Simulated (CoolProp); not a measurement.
Properties of CH3F (R41) along the isobar 19.5 MPa (Tc = 44.1 °C, pc = 5.906 MPa, ω = 0.200).

The numbers come from the reference Helmholtz-energy equation of state, Lemmon 2006 in CoolProp. It is a short technical equation, of lower accuracy than the large ones.

| T (°C) | phase | Z | cp (kJ/(kg K)) | isothermal compressibility (1/MPa) |
|---|---|---|---|---|
| 38.05 | liquid | 0.3951 | 2.386 | [?] |
| 43.95 | liquid | 0.3980 | 2.432 | 0.008497 |
| 49.95 | supercritical | [?] | 2.484 | 0.009734 |
| 55.85 | supercritical | 0.4064 | 2.539 | 0.01118 |
| 61.75 | supercritical | 0.4121 | [?] | 0.01290 |
| 67.75 | supercritical | [?] | 2.660 | 0.01497 |
| 73.65 | supercritical | 0.4270 | 2.723 | 0.01738 |
| 79.65 | supercritical | 0.4366 | [?] | 0.02025 |
| 85.55 | supercritical | 0.4475 | 2.850 | 0.02349 |
| 91.45 | supercritical | 0.4600 | 2.905 | 0.02714 |
| 97.45 | supercritical | 0.4744 | 2.950 | 0.03118 |
| 103.35 | supercritical | 0.4900 | 2.979 | [?] |
| 109.35 | supercritical | 0.5074 | 2.989 | 0.03957 |

What belongs in the gaps?


- 38.05, isothermal compressibility (1/MPa): 0.007471
- 49.95, Z: 0.4018
- 61.75, cp (kJ/(kg K)): 2.597
- 67.75, Z: 0.4190
- 79.65, cp (kJ/(kg K)): 2.788
- 103.35, isothermal compressibility (1/MPa): 0.03534
